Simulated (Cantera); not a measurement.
Feed: 1 mol Al, 4.4 mol HCl, 510 mol H₂, at 825 °C and 55.0 mbar.

Equilibrium computed with Cantera from the NASA thermochemical tables; the gas is ideal and each condensed phase is pure. Candidate condensed phases: Al, AlCl₃; 12 gas species. The tables' values for AlCl₂ are old estimates; treat these amounts as uncertain. Rates play no part.

Base state: H₂ 0.995, HCl 0.00276, AlCl₃ 0.00192, AlCl₂ 1.59e-5 (mole fractions); condensed: gas only.

Question: What changes in the equilibrium state with this change: temperature from 825 °C to 1600 °C?

Answer: 
```csv
species,before,after
H₂,0.995,0.989
HCl,0.00276,0.00657
H,1.05e-7,0.00274
AlCl,8.28e-6,0.00191
Cl,<1e-9,1.38e-5
Al,<1e-9,1.15e-5
```
